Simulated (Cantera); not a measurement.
Charge: 1 mol Si3H8, 0.036 mol Cl2, 6.5 mol H2, 0.37 mol HCl, at 100000 Pa.

Cantera equilibrium calculation (NASA polynomials, part measured and part estimated; ideal gas, pure solids and liquids). Candidate condensed phases: Si; 19 gas species. The feed counts by its element totals alone. The tables' values for SiCl3 are old estimates; treat these amounts as uncertain. Kinetics and transport are ignored. All values below are at 1173 K.

Base state: H2 0.976, HCl 0.0166, SiHCl3 0.00347, SiCl4 0.00253, SiCl2 0.000639, SiH2Cl2 0.000609, SiCl3 0.000405, SiH3Cl 2.91e-5 (mole fractions); condensed: Si(s).

**Question.** What changes in the equilibrium state with this change: HCl from 0.37 to 0.51 mol?

**Answer.** 
```csv
species,before,after
H2,0.976,0.971
HCl,0.0166,0.0184
SiHCl3,0.00347,0.00479
SiCl4,0.00253,0.00390
SiCl3,0.000405,0.000561
SiCl2,0.000639,0.000795
SiH2Cl2,0.000609,0.000754
SiH3Cl,2.91e-5,3.22e-5
"Si(s), mol",2.92,2.88
```
